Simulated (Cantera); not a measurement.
A Cantera script and what it prints.

```python
import numpy as np
import cantera as ct

gas_names = """
    Pb CL PbCL2
""".split()
cond_names = """

""".split()


# ... load() reads the species with a 1 bar reference pressure and builds the phases ...
species = {s.name: s for s in load("nasa_gas.yaml", gas_names) + load("nasa_condensed.yaml", cond_names)}
# Each term lists the table entries of one substance; the one whose range holds T is used.
reactions = {
    'Pb(g) + 2 Cl(g) = PbCl2(g)':
        [(-1, ['Pb']), (-2, ['CL']), (1, ['PbCL2'])],
}


def pick(names, T):
    return next(species[n] for n in names if species[n].thermo.min_temp <= T <= species[n].thermo.max_temp)


results = []
for label, terms in reactions.items():
    print(label)
    print("     T/K   dH/kJ  dS/(J/K)   dG/kJ   log10 K")
    for T in [2275, 2300, 2325, 2350, 2375, 2400]:
        used = [(nu, pick(names, T)) for nu, names in terms]
        dH = sum(nu * s.thermo.h(T) for nu, s in used) / 1e6
        dS = sum(nu * s.thermo.s(T) for nu, s in used) / 1e3
        dG = dH - T * dS / 1e3
        logK = -dG * 1e6 / (ct.gas_constant * T * np.log(10))
        results.append((label, T, dH, dS, dG, logK, [s.name for _, s in used]))
        print(f"{T:8g} {dH:8.1f} {dS:8.1f} {dG:8.1f} {logK:8.2f}")
```

Result:

```
Pb(g) + 2 Cl(g) = PbCl2(g)
     T/K   dH/kJ  dS/(J/K)   dG/kJ   log10 K
    2275   -628.3   -205.6   -160.5     3.68
    2300   -628.5   -205.8   -155.3     3.53
    2325   -628.8   -205.9   -150.2     3.37
    2350   -629.1   -206.0   -145.0     3.22
    2375   -629.4   -206.1   -139.9     3.08
    2400   -629.7   -206.3   -134.7     2.93
```

Cantera with NASA thermochemical tables; ideal gases at 1 bar, condensed phases pure. Condensed species are held in their standard states even where they would react or evaporate.
